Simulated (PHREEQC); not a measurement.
A column of 1 m (40 cells, dispersivity 0.08 m, 60 s a shift, diffusion coefficient 3e-10 m²/s) holds 0.031 eq of the database's cation exchanger X per kg of pore water, first in equilibrium with 0.001 mol CaCl2, 0.0064 mol ZnCl2 and 1e-05 mol HCl per kg of water. It is flushed with 0.0032 mol ZnSO4, 0.0027 mol CdCl2 and 1e-05 mol HCl per kg of water, at 40 °C. Values are for the last cell. No CO2 enters from the air. Nothing may precipitate in this run.

Equilibrium calculation in PHREEQC: ion-association model, phreeqc.dat.

| pore volumes | S in solution (mol/kgw) | Cd in solution (mol/kgw) | Ca in solution (mol/kgw) | Cl in solution (mol/kgw) | Zn in solution (mol/kgw) | ZnX2 on the exchanger (mol/kgw) | CaX2 on the exchanger (mol/kgw) |
|---|---|---|---|---|---|---|---|
| 0 | 0 | 0 | 0.00100 | 0.0148 | 0.00640 | 0.0131 | 0.00244 |
| 0.5125 | 0.000182 | 1.49e-7 | 0.000988 | 0.0143 | 0.00633 | 0.0131 | 0.00244 |
| 1.012 | 0.00188 | 2.87e-5 | 0.000871 | 0.00929 | 0.00562 | 0.0130 | 0.00244 |
| 1.512 | 0.00288 | 0.000182 | 0.000785 | 0.00636 | 0.00509 | 0.0128 | 0.00239 |
| 2.013 | 0.00313 | 0.000509 | 0.000717 | 0.00560 | 0.00471 | 0.0122 | 0.00226 |
| 2.513 | 0.00319 | 0.000936 | 0.000632 | 0.00545 | 0.00434 | 0.0115 | 0.00204 |
| 3.013 | 0.00320 | 0.00136 | 0.000534 | 0.00542 | 0.00401 | 0.0108 | 0.00176 |
| 3.513 | 0.00320 | 0.00172 | 0.000436 | 0.00541 | 0.00375 | 0.0103 | 0.00146 |
| 4.013 | 0.00320 | 0.00200 | 0.000346 | 0.00541 | 0.00356 | 0.00992 | 0.00118 |
| 4.513 | 0.00320 | 0.00221 | 0.000269 | 0.00541 | 0.00342 | 0.00965 | 0.000925 |
| 5.013 | 0.00320 | 0.00236 | 0.000206 | 0.00541 | 0.00333 | 0.00948 | 0.000712 |
| 5.513 | 0.00320 | 0.00247 | 0.000155 | 0.00541 | 0.00328 | 0.00937 | 0.000540 |
| 6.013 | 0.00320 | 0.00254 | 0.000116 | 0.00541 | 0.00324 | 0.00931 | 0.000404 |
| 6.513 | 0.00320 | 0.00259 | 8.52e-5 | 0.00541 | 0.00322 | 0.00928 | 0.000299 |
| 7.013 | 0.00320 | 0.00263 | 6.23e-5 | 0.00541 | 0.00321 | 0.00926 | 0.000219 |
| 7.513 | 0.00320 | 0.00265 | 4.53e-5 | 0.00541 | 0.00320 | 0.00926 | 0.000159 |
| 8.012 | 0.00320 | 0.00267 | 3.28e-5 | 0.00541 | 0.00320 | 0.00926 | 0.000115 |

At this temperature some constants are extrapolated from 25 °C, and those without enthalpy data are left unchanged.
